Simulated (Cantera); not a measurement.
Source: NASA polynomial tables (part measured, part estimated), evaluated in Cantera. Values are per mole of reaction as written; species without (g) are pure solids or liquids, kept so even where they would boil at 1 bar. ZrN: taken at fixed stoichiometry.

2 N2O(g) + 4 ZrO2 ⇌ 5 O2(g) + 4 ZrN, with ΔH° = 2765.7 kJ and ΔS° = 539.9 J/K at 300 K.

Question: How far is the shortcut ΔG° ≈ ΔH°(300 K) − T·ΔS°(300 K) from the full temperature-dependent value at 1873, 1948, 2023, 2098, 2173, 2248, 2323, 2398 K?

Answer: 
| T (K) | shortcut (kJ) | full (kJ) | difference (kJ) | difference in log10 K | condensed phases |
|---|---|---|---|---|---|
| 1873 | 1754.4 | 1794.0 | -39.6 | 1.10 | ZrO2(tetragonal), ZrN(s) |
| 1948 | 1713.9 | 1757.2 | -43.3 | 1.16 | ZrO2(tetragonal), ZrN(s) |
| 2023 | 1673.4 | 1720.4 | -46.9 | 1.21 | ZrO2(tetragonal), ZrN(s) |
| 2098 | 1632.9 | 1683.5 | -50.6 | 1.26 | ZrO2(tetragonal), ZrN(s) |
| 2173 | 1592.4 | 1646.6 | -54.1 | 1.30 | ZrO2(tetragonal), ZrN(s) |
| 2248 | 1552.0 | 1609.7 | -57.7 | 1.34 | ZrO2(tetragonal), ZrN(s) |
| 2323 | 1511.5 | 1572.7 | -61.2 | 1.38 | ZrO2(tetragonal), ZrN(s) |
| 2398 | 1471.0 | 1535.6 | -64.6 | 1.41 | ZrO2(tetragonal), ZrN(s) |
The shortcut ignores heat capacities and the phase changes listed.
